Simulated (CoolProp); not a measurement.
Properties of n-perfluoropentane along the isobar 687 kPa (Tc = 421.0 K, pc = 2063 kPa, ω = 0.436).

Values from CoolProp's reference Helmholtz-energy equation of state, Gao 2022.

| T (K) | phase | density (kg/m³) | speed of sound (m/s) |
|---|---|---|---|
| 336.1 | liquid | [?] | 359.9 |
| 353.5 | liquid | 1398 | 301.4 |
| 370.9 | gas | 82.43 | [?] |
| 388.4 | gas | 74.52 | 88.78 |
| 405.8 | gas | [?] | 94.38 |
| 423.2 | gas | [?] | 99.13 |
| 440.7 | gas | 60.21 | [?] |
| 458.1 | gas | 56.95 | [?] |
| 475.5 | gas | 54.12 | 110.5 |
| 493 | gas | 51.61 | 113.8 |

Q: Complete the blanks.

A: 
- 336.1, density (kg/m³): 1472
- 370.9, speed of sound (m/s): 81.70
- 405.8, density (kg/m³): 68.69
- 423.2, density (kg/m³): 64.06
- 440.7, speed of sound (m/s): 103.3
- 458.1, speed of sound (m/s): 107.1
